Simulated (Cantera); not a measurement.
# Thermodynamics of carbothermic reduction, feed MgO + C + H₂

A closed system holds: 1 mol MgO, 0.39 mol C, 0.37 mol H₂, equilibrated at 2.40 bar.

These are equilibrium values from Cantera (NASA tables, ideal gas, pure condensed phases), not measurements of a reactor. Candidate condensed phases: C, C₆H₆, C₇H₈, C₈H₁₈, H₂O, Mg, MgCO₃, MgO, Mg(OH)₂; 116 gas species. The tables' values for MgH are old estimates; treat these amounts as uncertain. The numbers say what is thermodynamically allowed, not how fast it happens.

From 1198 K to 1998 K the condensed part is C(graphite) + MgO(s). From 2098 K to 2398 K the condensed part is MgO(s). The main Mg-bearing gas is Mg throughout.

```json
[
 {"T (K)": "1198", "x H₂": "0.964", "x CO": "5.75e-7", "x Mg": "6.04e-7", "x CH₄": "0.0358", "x H": "1.20e-7", "n C(graphite)": "0.377", "n MgO(s)": "1.00"},
 {"T (K)": "1298", "x H₂": "0.982", "x CO": "6.57e-6", "x Mg": "6.63e-6", "x CH₄": "0.0184", "x H": "6.85e-7", "n C(graphite)": "0.383", "n MgO(s)": "1.000"},
 {"T (K)": "1398", "x H₂": "0.990", "x CO": "5.20e-5", "x Mg": "5.18e-5", "x CH₄": "0.0103", "x H": "3.04e-6", "n C(graphite)": "0.386", "n MgO(s)": "1.000"},
 {"T (K)": "1498", "x H₂": "0.993", "x CO": "0.000310", "x Mg": "0.000306", "x CH₄": "0.00614", "x H": "1.11e-5", "n C(graphite)": "0.388", "n MgO(s)": "1.000"},
 {"T (K)": "1598", "x H₂": "0.993", "x CO": "0.00147", "x Mg": "0.00145", "x CH₄": "0.00390", "x H": "3.42e-5", "n C(graphite)": "0.388", "n MgO(s)": "0.999"},
 {"T (K)": "1698", "x H₂": "0.986", "x CO": "0.00575", "x Mg": "0.00565", "x CH₄": "0.00257", "x H": "9.27e-5", "n C(graphite)": "0.387", "n MgO(s)": "0.998"},
 {"T (K)": "1798", "x H₂": "0.959", "x CO": "0.0193", "x Mg": "0.0189", "x CH₄": "0.00171", "x H": "0.000223", "n C(graphite)": "0.382", "n MgO(s)": "0.993"},
 {"T (K)": "1898", "x H₂": "0.885", "x CO": "0.0567", "x Mg": "0.0555", "x CH₄": "0.00106", "x H": "0.000475", "n C(graphite)": "0.366", "n MgO(s)": "0.976"},
 {"T (K)": "1998", "x H₂": "0.700", "x CO": "0.149", "x Mg": "0.146", "x CH₄": "0.000502", "x H": "0.000867", "n C(graphite)": "0.311", "n MgO(s)": "0.922"},
 {"T (K)": "2098", "x H₂": "0.319", "x CO": "0.340", "x Mg": "0.335", "x CH₄": "7.45e-5", "x H": "0.00112", "n C(graphite)": "0", "n MgO(s)": "0.611"},
 {"T (K)": "2198", "x H₂": "0.319", "x CO": "0.340", "x Mg": "0.335", "x CH₄": "1.22e-5", "x H": "0.00203", "n C(graphite)": "0", "n MgO(s)": "0.610"},
 {"T (K)": "2298", "x H₂": "0.317", "x CO": "0.339", "x Mg": "0.334", "x CH₄": "2.35e-6", "x H": "0.00348", "n C(graphite)": "0", "n MgO(s)": "0.610"},
 {"T (K)": "2398", "x H₂": "0.315", "x CO": "0.339", "x Mg": "0.334", "x CH₄": "5.18e-7", "x H": "0.00571", "n C(graphite)": "0", "n MgO(s)": "0.609"}
]
```
x: gas mole fraction; n: condensed amount in mol.
